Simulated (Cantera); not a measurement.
What does this Cantera script print?

```python
import numpy as np
import cantera as ct

gas_names = [...]  # 109 gases of nasa_gas.yaml made of C, Cl, H, Si
cond_names = """
    C(gr) C6H6(L) C7H8(L) C8H18(L),n-octa Si(cr) Si(L) SiC(b)
""".split()


# ... load() reads the species with a 1 bar reference pressure and builds the phases ...
atoms = {
    'SiCl4': {'Si': 1, 'CL': 4},
    'CH4': {'C': 1, 'H': 4},
    'H2': {'H': 2},
    'C2H2': {'C': 2, 'H': 2},
}
top_T = {'C(gr)': 4500, 'SiC(b)': 3050}  # K; cautious upper limits of use, not melting points


# ... equilibrate(T, P, feed) seeds the gas with the atoms and calls Mixture.equilibrate('TP', solver="vcs", rtol=1e-11, max_steps=5000) ...
results = []
feed = {'SiCl4': 1, 'CH4': 0.24, 'H2': 2.3, 'C2H2': 0.33}  # mol
P = 10000  # Pa
for T in [1923, 1973, 2023, 2073, 2123, 2173, 2223, 2273, 2323, 2373, 2423, 2473, 2523]:
    mix = equilibrate(T, P, feed)
    results.append((T, P, feed, dict(zip(mix.species_names, mix.species_moles))))

top = {s: max(r[3][s] / sum(r[3][g] for g in gas_names) for r in results) for s in gas_names}
cols = sorted((s for s in top if top[s] > 0.0001), key=lambda s: -top[s])[:6]
seen = [c for c in cond_names if any(r[3].get(c, 0) > 1e-12 for r in results)]
print("log10 of partial pressures in bar; condensed amounts in mol")
print(f"{'T/K':>10s}" + "".join(f"{s[:9]:>10s}" for s in cols + seen))
for T, P, feed, n in results:
    ng = sum(n[g] for g in gas_names)
    print(f"{T:10.4g}" + "".join(f"{np.log10(max(n[s] / ng * P / 1e5, 1e-99)):10.3f}" for s in cols)
          + "".join(f"{n.get(c, 0):10.4g}" for c in seen))
```

Output:

```
log10 of partial pressures in bar; condensed amounts in mol
       T/K       HCL        H2     SiCL2         H        CL        Si     C(gr)    SiC(b)
      1923    -1.257    -1.478    -2.006    -3.765    -3.667    -6.160    0.4545    0.4439
      1973    -1.267    -1.472    -1.973    -3.606    -3.527    -5.806     0.486    0.4118
      2023    -1.277    -1.466    -1.945    -3.454    -3.395    -5.469    0.5167    0.3801
      2073    -1.288    -1.460    -1.920    -3.310    -3.270    -5.149    0.5463    0.3492
      2123    -1.299    -1.455    -1.898    -3.173    -3.151    -4.845    0.5748    0.3191
      2173    -1.311    -1.451    -1.880    -3.042    -3.039    -4.554     0.602    0.2895
      2223    -1.324    -1.447    -1.864    -2.917    -2.933    -4.277    0.6282    0.2602
      2273    -1.337    -1.445    -1.850    -2.798    -2.832    -4.012    0.6536    0.2304
      2323    -1.351    -1.443    -1.840    -2.685    -2.736    -3.758    0.6791    0.1988
      2373    -1.367    -1.444    -1.832    -2.577    -2.645    -3.516    0.7055    0.1633
      2423    -1.384    -1.446    -1.827    -2.474    -2.560    -3.283    0.7348    0.1203
      2473    -1.403    -1.451    -1.826    -2.377    -2.479    -3.061    0.7694   0.06383
      2523    -1.422    -1.461    -1.834    -2.287    -2.399    -2.861    0.7999         0
```

Equilibrium computed with Cantera from the NASA thermochemical tables; the gas is ideal and each condensed phase is pure. The tables' values for SiCl, SiCl3 are old estimates; treat these amounts as uncertain. Gases not in the tables: Si2H6 and higher silanes.
